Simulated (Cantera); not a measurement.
Feed: 1 mol SiF₄, 15 mol NH₃, equilibrated at 527 °C and 0.000210 bar.

Method: chemical equilibrium by Gibbs-energy minimisation in Cantera with the NASA 1993 tables (ideal gas, pure condensed phases). Candidate condensed phases: Si, Si₃N₄; 37 gas species. The numbers say what is thermodynamically allowed, not how fast it happens.

Base state: H₂ 0.726, N₂ 0.242, SiF₄ 0.0322, HF 0.000101 (mole fractions); condensed: Si₃N₄(s).

What changes in the equilibrium state with this change: SiF₄ replaced by trisilylamine?


| species | before | after |
|---|---|---|
| H₂ | 0.726 | 0.818 |
| N₂ | 0.242 | 0.182 |
| SiF₄ | 0.0322 | 0 |
| HF | 0.000101 | 0 |
| Si₃N₄(s), mol | 0.000241 | 1.00 |
The feed counts by its element totals alone.
